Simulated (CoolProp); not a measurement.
Vapour-liquid equilibrium of carbon monoxide (1) + methane (2) at -172.25 °C; x and y are mole fractions of (1).

Model: multi-fluid Helmholtz-energy mixture model, Lemmon 2006 and Setzmann 1991; pair parameters Kunz 2012, in CoolProp.

```tsv
x	bubble pressure, mixture model (bar)	bubble pressure, Raoult's law (bar)	y, mixture model	y, Raoult's law
0.05	0.6964	0.6491	0.478	0.448
0.125	1.197	1.057	0.715	0.688
0.2	1.705	1.465	0.813	0.794
0.275	2.199	1.873	0.865	0.854
0.35	2.666	2.280	0.897	0.892
0.425	3.098	2.688	0.918	0.919
0.5	3.491	3.096	0.934	0.939
0.575	3.851	3.504	0.946	0.954
0.65	4.185	3.912	0.956	0.966
0.725	4.505	4.320	0.964	0.976
0.8	4.826	4.727	0.973	0.984
0.875	5.164	5.135	0.982	0.991
0.95	5.537	5.543	0.992	0.997
```

The largest gap from Raoult's law is +17.4 % in bubble pressure, at x = 0.275. No azeotrope shows between x = 0.05 and 0.95.

Pair parameters are fitted to limited data, so mixtures are less certain than the pure fluids.
